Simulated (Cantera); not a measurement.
A diamond (100) surface in a fixed gas of H2 with x(CH4) = 0.0025, x(H) = 0.03, at 1075 K, 0.0109 atm; coverages are run to steady state.

Cantera simulation using the Harris–Goodwin 1993 mechanism for the reconstructed diamond (100) surface; the numbers are that mechanism's predictions, not measurements.

One state of this run: growth (µm/h) = 0.180; θ c6HH = 0.531; θ c6H* = 0.0255; θ c6*H = 0.427; θ c6** = 0.0160; θ c6HM = 0.000303. θ: site fractions in the mechanism's names (c6HH fully hydrogenated, c6H* and c6*H radical sites, c6** diradical, c6HM methylated).

Q: Which value of x(CH3) does it belong to?
(A) 2.6e-05
(B) 1e-06
(C) 0.0007
(D) 5.1e-06

A: A, 2.6e-05
